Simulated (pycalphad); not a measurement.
An equivalent pycalphad script:

```python
from pycalphad import Database, equilibrium, calculate, variables as v
import numpy as np
db = Database('COST507.tdb')
comps = ['TI', 'B', 'VA']
phases = ['B2M', 'B2TI', 'B4M3', 'B4TI3', 'BCC_A2', 'BETA_RHOMBO_B', 'BM', 'BTI', 'HCP_A3', 'LIQUID']
eq = equilibrium(db, comps, phases, {v.X('B'): 0.0638, v.T: np.arange(2850, 499, -75), v.P: 101325, v.N: 1}, output=['HM', 'SM'])
```

All values are pycalphad results on the COST 507 light-alloy database (1999) (1 atm), not direct measurements. These are 1990s assessments: newer ones move some temperatures and phases. Phase fractions are per mole of atoms. Diffusion is slow at the low end, where real alloys seldom reach equilibrium.

Results at three of the temperatures:

```
T = 2250.00 K, P = 101325 Pa, N = 1 mol of atoms
G = -158646 J/mol, H = 77098 J/mol, S = 104.78 J/(mol K)  (SER reference)
chemical potentials (J/mol): Ti -152813, B -244233
phase             fraction      x(Ti)       x(B)
LIQUID              1.0000     0.9362     0.0638
```

```
T = 1575.00 K, P = 101325 Pa, N = 1 mol of atoms
G = -95219 J/mol, H = 31414 J/mol, S = 80.40 J/(mol K)  (SER reference)
chemical potentials (J/mol): Ti -88427, B -194886
phase             fraction      x(Ti)       x(B)
BCC_A2              0.8757     0.9981     0.0019
BM                  0.1243     0.5000     0.5000
```

```
T = 675.00 K, P = 101325 Pa, N = 1 mol of atoms
G = -34684 J/mol, H = -376 J/mol, S = 50.83 J/(mol K)  (SER reference)
chemical potentials (J/mol): Ti -25417, B -170674
phase             fraction      x(Ti)       x(B)
HCP_A3              0.8729     0.9997   0.000289
BM                  0.1271     0.5000     0.5000
```

Changes of the phase set, refined by bisection:

| T (K) | phases above | phases below |
|---|---|---|
| 1821.1 | liquid | bcc + liquid |
| 1814.1 | bcc + liquid | bcc + BM |
| 1156.1 | bcc + BM | BM + hcp |

Database names, with the compositions (at.%) that they take in these runs: BM: Ti 50 B 50. BCC_A2 is bcc; HCP_A3 is hcp.
